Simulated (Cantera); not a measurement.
An adiabatic, constant-pressure homogeneous reactor starts with 7.20 % CO, 4.61 % H₂, 6.79 % O₂, 81.4 % N₂, at 1150 K and 110000 Pa.

Computed with Cantera and GRI-Mech 3.0 (53 species, 325 reactions).

x: mole fraction; the columns are a selection and need not sum to one.

| t (s) | T (K) | x CO | x H₂ | x O₂ | x O | x OH | x HO₂ |
|---|---|---|---|---|---|---|---|
| 3.00e-6 | 1150 | 0.0720 | 0.0461 | 0.0679 | 2.92e-10 | 6.59e-11 | 2.84e-10 |
| 1.02e-5 | 1150 | 0.0720 | 0.0461 | 0.0679 | 1.04e-9 | 3.68e-10 | ___ |
| 3.45e-5 | 1150 | 0.0720 | 0.0461 | 0.0679 | 1.49e-8 | 6.28e-9 | ___ |
| 0.000117 | 1151 | 0.0720 | 0.0457 | 0.0677 | 5.48e-5 | 2.88e-5 | ___ |
| 0.000396 | 1751 | 0.0223 | 0.00403 | 0.0207 | 0.00474 | 0.00368 | ___ |
| 0.00134 | 1933 | 0.0109 | 0.00166 | 0.0146 | 0.00121 | 0.00253 | ___ |
| 0.00455 | 2004 | 0.00458 | 0.000638 | 0.0115 | 0.000352 | 0.00151 | ___ |
| 0.0154 | 2032 | 0.00181 | 0.000246 | 0.0101 | 0.000119 | 0.000913 | ___ |
| 0.0522 | 2037 | 0.00130 | 0.000178 | 0.00986 | 8.43e-5 | 0.000775 | 2.36e-7 |
| 0.177 | 2036 | 0.00130 | 0.000177 | 0.00980 | 8.36e-5 | 0.000772 | 2.34e-7 |
| 0.600 | 2036 | 0.00130 | 0.000178 | 0.00965 | 8.25e-5 | 0.000766 | 2.31e-7 |

Problem. Fill in the missing entries.

Solution. 
- 1.02e-5, x HO₂: 1.27e-9
- 3.45e-5, x HO₂: 1.87e-8
- 0.000117, x HO₂: 2.81e-5
- 0.000396, x HO₂: 4.65e-6
- 0.00134, x HO₂: 1.59e-6
- 0.00455, x HO₂: 5.62e-7
- 0.0154, x HO₂: 2.73e-7
